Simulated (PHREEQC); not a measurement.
Consider water at 25 °C with 1.7 mmol/kgw NH3, 120 mmol/kgw H3BO3 and 30 mmol/kgw CO2. Closed to the air; pH follows from the charge balance.

Model: ion-association model, wateq4f.dat, run in PHREEQC.

No solid was allowed to form.

Problem. What pH, ionic strength does the model give?

Solution. pH 5.11; ionic strength 0.00171 mol/kgw.

Problem. In which forms is C present?

Solution. CO2 94 %, HCO3- 5.7 % of the C.
